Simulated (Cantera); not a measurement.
A perfectly stirred reactor is fed with N₂O : H₂O = 1 : 0.0055 (molar parts), at 3500 Pa; it is held at 1475 K, and followed from long to short residence time.

Cantera simulation using GRI-Mech 3.0 (53 species, 325 reactions); the numbers are that mechanism's predictions, not measurements. GRI-Mech 3.0 was tuned for natural gas; its chemistry of N2O as a main component is partial and can be far from experiment. Radical loss at walls, strong at low pressure, is not modelled. The temperature is held fixed by assumption; the heat of reaction is taken as removed at once.

x: mole fraction; the columns are a selection and need not sum to one.

```json
[
 {"τ (s)": "2.2", "x N₂O": "0.169", "x H₂O": "0.00392", "x NO": "0.117", "x N₂": "0.493", "x H₂": "[?]"},
 {"τ (s)": "0.48", "x N₂O": "0.478", "x H₂O": "0.00449", "x NO": "0.0747", "x N₂": "0.307", "x H₂": "[?]"},
 {"τ (s)": "0.11", "x N₂O": "0.796", "x H₂O": "0.00507", "x NO": "0.0289", "x N₂": "0.118", "x H₂": "1.42e-7"},
 {"τ (s)": "0.023", "x N₂O": "0.945", "x H₂O": "0.00535", "x NO": "0.00721", "x N₂": "0.0293", "x H₂": "1.35e-7"},
 {"τ (s)": "0.0050", "x N₂O": "0.983", "x H₂O": "0.00543", "x NO": "0.00165", "x N₂": "0.00656", "x H₂": "[?]"},
 {"τ (s)": "0.0011", "x N₂O": "0.992", "x H₂O": "0.00546", "x NO": "0.000357", "x N₂": "0.00141", "x H₂": "[?]"},
 {"τ (s)": "0.00024", "x N₂O": "0.994", "x H₂O": "0.00547", "x NO": "6.37e-5", "x N₂": "0.000284", "x H₂": "3.48e-10"}
]
```

Question: What belongs in the gaps?

Answer: 
- 2.2, x H₂: 2.29e-7
- 0.48, x H₂: 1.67e-7
- 0.0050, x H₂: 7.74e-8
- 0.0011, x H₂: 1.33e-8
